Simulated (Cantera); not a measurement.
A perfectly stirred reactor is fed with C3H8 : O2 : N2 = 1 : 5.68 : 21.4 (molar parts), at 2.07 atm; it is adiabatic with a 550 K inlet, and is followed from long to short residence time, starting on the burning branch (τ in s: 0.088, 0.039, 0.017, 0.0075, 0.0033, 0.0015, 0.00064, 0.00028, 0.00012, 5.5e-05).

Computed with Cantera and GRI-Mech 3.0 (53 species, 325 reactions). GRI-Mech 3.0 was tuned for natural gas; its chemistry of propane as a main component is partial and can be far from experiment.

Q: Predict: blow-out, bracketed by the residence times tried; x(C3H8) at τ = 88.0 ms; x(O2) at τ = 88.0 ms; x(N2O) at τ = 88.0 ms; x(H2O2) at τ = 88.0 ms; x(CH3) at τ = 88.0 ms; x(C3H8) at τ = 1.50 ms; x(O2) at τ = 1.50 ms; x(N2O) at τ = 1.50 ms; x(H2O2) at τ = 1.50 ms; x(CH3) at τ = 1.50 ms.

A: 
```
Property                                                                           Value
------------------------------------------------  --------------------------------------
blow-out, bracketed by the residence times tried  burning at 55.0 µs, the shortest tried
x(C3H8) at τ = 88.0 ms                                                           8.78e-8
x(O2) at τ = 88.0 ms                                                              0.0240
x(N2O) at τ = 88.0 ms                                                            4.35e-7
x(H2O2) at τ = 88.0 ms                                                           1.37e-7
x(CH3) at τ = 88.0 ms                                                            3.27e-7
x(C3H8) at τ = 1.50 ms                                                           3.38e-6
x(O2) at τ = 1.50 ms                                                              0.0299
x(N2O) at τ = 1.50 ms                                                            4.41e-7
x(H2O2) at τ = 1.50 ms                                                           2.06e-7
x(CH3) at τ = 1.50 ms                                                            8.55e-6
```
